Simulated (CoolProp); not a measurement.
Hydrogen sulfide along the isobar 39900 kPa: fugacity coefficient from the reference equation and from simpler models built on Tc = 100.0 °C, pc = 8999 kPa, ω = 0.101; each cubic takes its own stable root.

Computed with CoolProp (reference Helmholtz-energy equation of state, Lemmon 2006). It is a short technical equation, of lower accuracy than the large ones.

| T (°C) | phase | reference |
|---|---|---|
| 82.25 | liquid | 0.2065 |
| 104.25 | supercritical | 0.2671 |
| 126.25 | supercritical | 0.3314 |
| 148.35 | supercritical | 0.3975 |
| 170.35 | supercritical | 0.4625 |
| 192.35 | supercritical | 0.5250 |
| 214.45 | supercritical | 0.5838 |
| 236.45 | supercritical | 0.6375 |
| 258.45 | supercritical | 0.6860 |
| 280.55 | supercritical | 0.7297 |
| 302.55 | supercritical | 0.7683 |
| 324.55 | supercritical | 0.8026 |
| 346.65 | supercritical | 0.8331 |
| 368.65 | supercritical | 0.8600 |
| 390.65 | supercritical | 0.8838 |
| 412.75 | supercritical | 0.9050 |

### Question
How far does each simpler model (van der Waals, Redlich-Kwong, Soave-Redlich-Kwong, Peng-Robinson) lie from the reference over these 16 states: mean and median of the absolute difference, and the worst?

### Answer
- van der Waals: mean 10.8 %, median 9.6 %, worst +37.3 % at 82.25 °C and 39900 kPa
- Redlich-Kwong: mean 3.3 %, median 3.7 %, worst +6.7 % at 82.25 °C and 39900 kPa
- Soave-Redlich-Kwong: mean 4.0 %, median 3.9 %, worst +5.2 % at 104.25 °C and 39900 kPa
- Peng-Robinson: mean 3.9 %, median 4.0 %, worst -4.4 % at 82.25 °C and 39900 kPa
